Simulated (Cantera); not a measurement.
Charge: 1 mol BCl₃, 120 mol H₂, at 1725 K and 13300 Pa.

Cantera equilibrium calculation (NASA polynomials, part measured and part estimated; ideal gas, pure solids and liquids). Candidate condensed phases: B; 13 gas species. The tables' values for BCl, BH₂, BCl₂ are old estimates; treat these amounts as uncertain. Kinetics and transport are ignored.

Base state: H₂ 0.975, HCl 0.0245, H 0.000502, BCl 0.000174, BH₂ 7.26e-5, BCl₂ 1.01e-5 (mole fractions); condensed: B(s).

Task: What changes in the equilibrium state with this change: temperature from 1725 K to 873.15 K?

Result: 
| species | before | after |
|---|---|---|
| H₂ | 0.975 | 0.982 |
| HCl | 0.0245 | 0.0141 |
| BCl₃ | 5.54e-6 | 0.00356 |
| H | 0.000502 | <1e-9 |
| BCl | 0.000174 | <1e-9 |
| BH₂ | 7.26e-5 | <1e-9 |
| B(s), mol | 0.968 | 0.568 |
Gases not in the tables: BHCl₂.
